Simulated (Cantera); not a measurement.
# Thermodynamics of metals in furnace atmospheres, feed Cu + O2 + N2

A closed system holds: 1 mol Cu, 0.53 mol O2, 49 mol N2, held at 5400 Pa.

Cantera equilibrium calculation (NASA polynomials, part measured and part estimated; ideal gas, pure solids and liquids). Candidate condensed phases: Cu, CuO, Cu2O; 12 gas species. Each liquid is taken as pure. Mutual solubility and eutectic melting of coexisting phases are not modelled. Equilibrium is a limit: real reactors are often held back by kinetics, nucleation or transport.

| T (°C) | x N2 | x Cu | x O2 | x NO | n CuO(s) | n Cu2O(s) | n Cu(l) | n Cu2O(l) |
|---|---|---|---|---|---|---|---|---|
| 600 | 0.999 | <1e-12 | 0.000612 | 3.84e-7 | 1.00 | 0 | 0 | 0 |
| 750 | 0.995 | 2.24e-11 | 0.00490 | 6.88e-6 | 0.153 | 0.423 | 0 | 0 |
| 900 | 0.994 | 1.13e-8 | 0.00567 | 2.92e-5 | 0 | 0.500 | 0 | 0 |
| 1050 | 0.994 | 1.39e-6 | 0.00564 | 8.44e-5 | 0 | 0.500 | 0 | 0 |
| 1200 | 0.994 | 6.32e-5 | 0.00560 | 0.000196 | 0 | 0.498 | 0 | 0 |
| 1350 | 0.989 | 0.00103 | 0.00939 | 0.000506 | 0 | 0 | 0.741 | 0.104 |
| 1500 | 0.982 | 0.00730 | 0.0101 | 0.000928 | 0 | 0 | 0.633 | 0 |
| 1650 | 0.969 | 0.0197 | 0.00966 | 0.00146 | 0 | 0 | 0 | 0 |
x: gas mole fraction; n: condensed amount in mol.

At 600 °C the condensed part is CuO(s). At 750 °C the condensed part is CuO(s) + Cu2O(s). From 900 °C to 1200 °C the condensed part is Cu2O(s). At 1350 °C the condensed part is Cu(l) + Cu2O(l). At 1500 °C the condensed part is Cu(l). At 1650 °C nothing is condensed.
